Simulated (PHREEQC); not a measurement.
Alkaline etch or developer: an equilibrium model

Make-up at 35 °C and 100 atm: 0.034 mol/kgw TMAH and 7.7e-05 mol/kgw CO2. Closed to the air; pH follows from the charge balance.

Computed with PHREEQC (ion-association model, phreeqc.dat).

This is a speciation only: nothing precipitates in the calculation.

**Question.** Estimate the pH.

**Answer.** pH 12.09.

Complexes and solids missing from the database can't appear. Under pressure, the constants of complexes without a molar volume in the database are unreliable. (CH3)4N+ isn't in the database: it is added as a free cation with an ion size of 4 Å.
